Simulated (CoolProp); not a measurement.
The numbers come from the reference Helmholtz-energy equation of state, Lemmon 2006 in CoolProp. It is a short technical equation, of lower accuracy than the large ones.

**Question.** Give the vapour pressure (kPa), liquid density (kg/m³), vapour density (kg/m³), surface tension (mN/m) of saturated acetone at 268.2 K.

**Answer.** 
```
T (K)  p (kPa)  liquid density (kg/m³)  vapour density (kg/m³)  surface tension (mN/m)
-----  -------  ----------------------  ----------------------  ----------------------
268.2     7.11                     817                   0.187                    26.5
```

Surface tension comes from a separate correlation (Mulero 2012).
